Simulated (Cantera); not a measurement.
An isothermal, constant-pressure homogeneous reactor starts with CH4 : CO2 : H2 = 1 : 1.2 : 0.12 (molar parts), at 1748 K and 9.87 atm. Integrator tolerance rtol = 1e-08.

Model: GRI-Mech 3.0 (53 species, 325 reactions), integrated in Cantera.

Q: What does this change do: temperature 1748 to 1450 K?

A: 
| quantity | before | after |
|---|---|---|
| x(CH4) at 20.0 s | 4.35e-5 (gas-phase equilibrium 4.43e-5) | 0.141 (gas-phase equilibrium 0.00116) |
| x(CO2) at 20.0 s | 0.0108 (gas-phase equilibrium 0.0108) | 0.109 (gas-phase equilibrium 0.0149) |
| x(H2) at 20.0 s | 0.455 (gas-phase equilibrium 0.455) | 0.205 (gas-phase equilibrium 0.457) |
| x(CO) at 20.0 s | 0.498 (gas-phase equilibrium 0.498) | 0.388 (gas-phase equilibrium 0.494) |
| x(H2O) at 20.0 s | 0.0356 (gas-phase equilibrium 0.0356) | 0.136 (gas-phase equilibrium 0.0327) |

Q: What does this change do: temperature 1748 to 1373 K?

A: 
| quantity | before | after |
|---|---|---|
| x(CH4) at 20.0 s | 4.35e-5 (gas-phase equilibrium 4.43e-5) | 0.199 (gas-phase equilibrium 0.00326) |
| x(CO2) at 20.0 s | 0.0108 (gas-phase equilibrium 0.0108) | 0.212 (gas-phase equilibrium 0.0172) |
| x(H2) at 20.0 s | 0.455 (gas-phase equilibrium 0.455) | 0.103 (gas-phase equilibrium 0.455) |
| x(CO) at 20.0 s | 0.498 (gas-phase equilibrium 0.498) | 0.262 (gas-phase equilibrium 0.492) |
| x(H2O) at 20.0 s | 0.0356 (gas-phase equilibrium 0.0356) | 0.169 (gas-phase equilibrium 0.0327) |
